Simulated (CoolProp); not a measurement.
Vapour-liquid equilibrium of R22 (1) + R123 (2) at 8.07 bar; x and y are mole fractions of (1).

Values from CoolProp's multi-fluid Helmholtz-energy mixture model, Kamei 1995 and Younglove 1994; pair parameters Bell 2016.

```tsv
x	bubble temperature (K)	y at the bubble point	dew temperature at overall composition x (K)	liquid density (mol/L)
0.05	366.0	0.185	372.2	8.426
0.125	354.2	0.410	368.8	8.876
0.2	343.5	0.576	365.3	9.320
0.275	334.2	0.694	___	9.757
0.35	___	0.777	357.6	10.19
0.425	319.4	0.837	353.3	10.61
0.5	313.5	0.879	348.7	11.04
0.575	308.5	0.911	343.6	11.47
0.65	304.1	0.935	337.9	11.91
0.725	300.3	0.954	331.4	12.36
0.8	296.8	0.969	323.7	12.83
0.875	293.7	___	314.2	13.31
0.95	290.8	0.993	301.2	13.82
```

Q: Some entries are withheld; supply them.

A: 
- 0.275, dew temperature at overall composition x (K): 361.5
- 0.35, bubble temperature (K): 326.2
- 0.875, y at the bubble point: 0.982

No azeotrope shows between x = 0.05 and 0.95.

Pair parameters are fitted to limited data, so mixtures are less certain than the pure fluids.
